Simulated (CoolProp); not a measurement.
n-pentane at 310.44 K and 0.048 MPa is compressed adiabatically to 0.307 MPa with isentropic efficiency 0.7. Each further row changes one setting.

Computed with CoolProp (reference Helmholtz-energy equation of state, Thol 2019).

```json
[
 {"case": "as stated", "work (kJ/kg)": "96.5", "final temperature (K)": "367.4", "final density (kg/m³)": "7.85"},
 {"case": "efficiency 1", "work (kJ/kg)": "67.5", "final temperature (K)": "?", "final density (kg/m³)": "?"},
 {"case": "efficiency 0.65", "work (kJ/kg)": "104", "final temperature (K)": "?", "final density (kg/m³)": "7.75"}
]
```

Question: Some entries are withheld; supply them.

Answer: 
- efficiency 1, final temperature (K): 353.1
- efficiency 1, final density (kg/m³): 8.28
- efficiency 0.65, final temperature (K): 371.0
